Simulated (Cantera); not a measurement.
Input: 1 mol Si3H8, 1.6 mol HCl, 140 mol H2, at 0.100 bar.

Cantera equilibrium calculation (NASA polynomials, part measured and part estimated; ideal gas, pure solids and liquids). Candidate condensed phases: Si; 19 gas species. The feed counts by its element totals alone. Gases not in the tables: Si2H6 and higher silanes. Equilibrium is a limit: real reactors are often held back by kinetics, nucleation or transport.

Q: At 1698 K, list the 4 most abundant gas species with their mole fractions, and the condensed phases.

A: H2 0.989, HCl 0.0102, H 0.000455, SiCl2 0.000379. Condensed: Si(l).
